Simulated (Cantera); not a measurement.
# Thermodynamics of oxide etching and cleaning by halides, feed CuO + HF + N2

Input: 1 mol CuO, a varied amount of HF, 0.4 mol N2, held at 1500 K and 0.00133 bar.

These are equilibrium values from Cantera (NASA tables, ideal gas, pure condensed phases), not measurements of a reactor. Candidate condensed phases: Cu, CuF2, CuO, Cu(OH)2, Cu2O, H2O; 45 gas species. Mutual solubility and eutectic melting of coexisting phases are not modelled. The numbers say what is thermodynamically allowed, not how fast it happens.

| n(HF) (mol) | x HF | x N2 | x O2 | x CuF | x H2O | n Cu2O(s) | n Cu(l) |
|---|---|---|---|---|---|---|---|
| 1.1 | 0.531 | 0.219 | 0.138 | 0.0713 | 0.0356 | 0.430 | 0 |
| 1.7 | 0.611 | 0.162 | 0.103 | 0.0783 | 0.0391 | 0.396 | 0 |
| 2.7 | 0.679 | 0.113 | 0.0748 | 0.0840 | 0.0420 | 0.321 | 0.0394 |
| 4.2 | 0.714 | 0.0761 | 0.0735 | 0.0866 | 0.0432 | 0 | 0.513 |
| 6.6 | 0.772 | 0.0518 | 0.0438 | 0.0837 | 0.0418 | 0 | 0.307 |
| 10 | 0.815 | 0.0357 | 0.0248 | 0.0789 | 0.0394 | 0 | 0.0473 |
| 16 | 0.876 | 0.0232 | 0.0154 | 0.0544 | 0.0272 | 0 | 0 |
| 26 | 0.921 | 0.0147 | 0.00965 | 0.0347 | 0.0173 | 0 | 0 |
| 40 | 0.948 | 0.00970 | 0.00633 | 0.0231 | 0.0115 | 0 | 0 |
x: gas mole fraction; n: condensed amount in mol.

From 1.1 mol HF to 1.7 mol HF the condensed part is Cu2O(s). At 2.7 mol HF the condensed part is Cu(l) + Cu2O(s). From 4.2 mol HF to 10 mol HF the condensed part is Cu(l). From 16 mol HF to 40 mol HF nothing is condensed. The main Cu-bearing gas is CuF throughout.
